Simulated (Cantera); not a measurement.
Input: 1 mol Si3N4, 0.014 mol O2, a varied amount of H2, held at 1500 K and 81.0 Pa.

Cantera equilibrium calculation (NASA polynomials, part measured and part estimated; ideal gas, pure solids and liquids). Candidate condensed phases: H2O, Si, SiO2, Si2N2O, Si3N4; 35 gas species. Mutual solubility and eutectic melting of coexisting phases are not modelled. Kinetics and transport are ignored.

### Question
Which condensed phases are stable at each of these points (n(H2) (mol)): 2.7, 5.7, 12, 26, 57, 120, 260, 570?

### Answer
```csv
n(H2) (mol),condensed phases,Si condensed (%)
2.7,Si(s) + Si2N2O(s) + Si3N4(s),99.9
5.7,Si(s) + Si2N2O(s) + Si3N4(s),99.8
12,Si(s) + Si2N2O(s) + Si3N4(s),99.5
26,Si(s) + Si3N4(s),99.1
57,Si(s),99.0
120,Si(s),99.0
260,Si(s),98.9
570,Si(s),98.8
```

From 2.7 mol H2 to 12 mol H2 the condensed part is Si(s) + Si2N2O(s) + Si3N4(s). At 26 mol H2 the condensed part is Si(s) + Si3N4(s). From 57 mol H2 to 570 mol H2 the condensed part is Si(s).
